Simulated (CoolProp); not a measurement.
Properties of normal hydrogen along the isotherm 28.5 K.

Values from CoolProp's reference Helmholtz-energy equation of state, Leachman 2009.

```
p (kPa)   phase  speed of sound (m/s)  conductivity (mW/(m K))
-------  ------  --------------------  -----------------------
41          gas                 439.7                     22.6
61.8        gas                 438.2                     22.9
93.3        gas                 435.9                     23.2
141         gas                 432.3                     23.7
212         gas                 426.6                     24.5
320         gas                 417.2                     25.9
483         gas                 400.1                     28.5
729      liquid                 819.8                     98.5
1100     liquid                 871.6                      100
1660     liquid                 932.6                      103
2500     liquid                  1004                      106
3780     liquid                  1088                      110
5700     liquid                  1186                      114
8590     liquid                  1302                      121
13000    liquid                  1439                      129
```

Thermal conductivity comes from a separate model (Assael 2011).
